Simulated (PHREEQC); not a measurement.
Solution (74 °C): 0.12 mmol/kgw CO2. Closed to the air; pH follows from the charge balance.

The numbers come from PHREEQC with the ion-association model, wateq4f.dat.

Each row changes one thing in this solution. This is a speciation only: nothing precipitates in the calculation.

| case | pH | ionic strength (mol/kgw) | CO2 (mol/kgw) | HCO3- (mol/kgw) | CO3-2 (mol/kgw) |
|---|---|---|---|---|---|
| as made | 5.13 | 7.39e-6 | 0.000113 | 7.36e-6 | 7.57e-11 |
| CO2 from 0.00012 to 2.4e-05 mol/kgw | 5.50 | 3.20e-6 | 2.09e-5 | 3.14e-6 | 7.42e-11 |
| CO2 from 0.00012 to 0.000132 mol/kgw | 5.11 | 7.76e-6 | 0.000124 | 7.74e-6 | 7.57e-11 |
| temperature from 74 to 35 °C | 5.13 | 7.45e-6 | 0.000113 | 7.45e-6 | 5.66e-11 |
| CO2 replaced by K2CO3 at the same molality | 8.78 | 0.000246 | 3.86e-7 | 0.000114 | 5.48e-6 |
| temperature from 74 to 45 °C | 5.12 | 7.62e-6 | 0.000112 | 7.62e-6 | 6.45e-11 |
| CO2 from 0.00012 to 0.000108 mol/kgw | 5.16 | 7.00e-6 | 0.000101 | 6.97e-6 | 7.56e-11 |
| 3e-06 mol/kgw HBr added | 5.04 | 9.08e-6 | 0.000114 | 6.06e-6 | 5.08e-11 |

Complexes and solids missing from the database can't appear. Away from 25 °C the constants follow the database's enthalpies or fits; those with neither stay at their 25 °C values.
